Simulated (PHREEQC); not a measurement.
Consider water at 70 °C with 0.099 mol H3PO4 and 0.38 mol HNO3 per kg of water. Closed to the air; pH follows from the charge balance.

The numbers come from PHREEQC with the ion-association model, phreeqc.dat.

| quantity | before | after |
|---|---|---|
| pH | 0.54 | 0.85 |
| ionic strength (mol/kgw) | 0.382 | 0.385 |
| H3PO4 (mol/kgw) | 0.0967 | 0.0945 |
| H2PO4- (mol/kgw) | 0.00226 | 0.00453 |
| HPO4-2 (mol/kgw) | 1.97e-9 | 8.10e-9 |

Q: Which change was made?
A) HNO3 left out
B) temperature from 70 to 20 °C
C) H3PO4 from 0.099 to 0.0495 mol/kgw
D) H3PO4 from 0.099 to 0.198 mol/kgw
E) H3PO4 replaced by Na2HPO4 at the same molality

A: E, H3PO4 replaced by Na2HPO4 at the same molality

Precipitation was switched off in this run. Away from 25 °C the constants follow the database's enthalpies or fits; those with neither stay at their 25 °C values.
